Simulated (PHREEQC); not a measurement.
PHREEQC input (Pitzer model, pitzer.dat):

```
SOLUTION 1
  temp 20
  units mol/kgw
  pH 7 charge
  Na 1.6046
  C(4) 0.29
  S(6) 0.51
END
USE solution 1
INCREMENTAL_REACTIONS false
REACTION 1
  H2O -1
  0 9.886 18.011 24.689 30.178 34.689 38.397 41.444
  43.949 46.007 47.699 49.089 50.232 51.172 51.944 52.578
  53.1 53.528 53.88 54.17 moles
EQUILIBRIUM_PHASES 1
  Burkeite 0 0
  Mirabilite 0 0
  Nahcolite 0 0
  Natron 0 0
  Thenardite 0 0
  Trona 0 0
SELECTED_OUTPUT 1
  -reset false
  -pH true
  -pe true
  -ionic_strength true
  -water true
  -activities H2O
  -totals C Na S
  -molalities H+ Na+ CO3-2 SO4-2 OH- HCO3- CO2 HSO4-
  -equilibrium_phases Burkeite Mirabilite Nahcolite Natron Thenardite Trona
PRINT
  -reset false
END
```

Selected output (columns that matter, 11 of 20 rows; water left (kg) added in front):

```
water left (kg)	pH	mu	C	Na	S	m_H+	m_Na+	m_CO3-2	m_SO4-2	m_OH-	la_H2O	Burkeite	Mirabilite	Natron
1	11.765	2.4026	0.29	1.6046	0.51	4.3266e-12	1.6046	0.28803	0.51	0.0065661	-0.012519	0	0	0
0.675527	11.9	3.5577	0.42929	2.3753	0.75497	3.2224e-12	2.3753	0.42743	0.75497	0.0086775	-0.017906	0	0	0
0.456335	12.064	5.2677	0.6355	3.5163	1.1176	2.039e-12	3.5163	0.63382	1.1176	0.011761	-0.026184	0	0	0
0.272788	12.318	6.6476	1.0631	4.4384	1.1477	1.0846e-12	4.4384	1.0616	1.1477	0.018373	-0.033771	0	0.19693	0
0.144282	12.694	9.2825	2.0099	6.1997	1.074	3.9543e-13	6.1997	2.0088	1.074	0.033061	-0.050748	0	0.35504	0
0.00610146	14.241	13.422	2.9433	9.1992	1.2794	6.5051e-15	9.1992	2.9432	1.2794	0.75397	-0.099407	0.0090615	0.48407	0.26298
0.00610146	14.241	13.422	2.9433	9.1992	1.2794	6.5051e-15	9.1992	2.9432	1.2794	0.75397	-0.099407	0.055395	0.3914	0.21665
0.00610146	14.241	13.422	2.9433	9.1992	1.2794	6.5051e-15	9.1992	2.9432	1.2794	0.75397	-0.099407	0.12483	0.25254	0.14721
0.00610146	14.241	13.422	2.9433	9.1992	1.2794	6.5051e-15	9.1992	2.9432	1.2794	0.75397	-0.099407	0.17169	0.1588	0.10035
0.00610146	14.241	13.422	2.9433	9.1992	1.2794	6.5051e-15	9.1992	2.9432	1.2794	0.75397	-0.099407	0.20336	0.095471	0.06868
0.00610146	14.241	13.422	2.9433	9.1992	1.2794	6.5051e-15	9.1992	2.9432	1.2794	0.75397	-0.099407	0.22476	0.052671	0.04728
```

Species that the database lacks are ignored.
